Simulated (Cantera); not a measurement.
A closed system holds: 1 mol NaOH, 0.18 mol H₂, a varied amount of CO₂, equilibrated at 1000 K and 0.420 bar.

Method: chemical equilibrium by Gibbs-energy minimisation in Cantera with the NASA 1993 tables (ideal gas, pure condensed phases). Candidate condensed phases: C, C₆H₆, C₇H₈, C₈H₁₈, H₂O, Na, NaOH, NaO₂, Na₂CO₃, Na₂O, Na₂O₂; 117 gas species. Equilibrium is a limit: real reactors are often held back by kinetics, nucleation or transport.

### Question
At 9.5 mol CO₂, list the 4 most abundant gas species with their mole fractions, and the condensed phases.

### Answer
CO₂ 0.913, H₂O 0.0684, CO 0.0168, H₂ 0.00181. Condensed: Na₂CO₃(s).
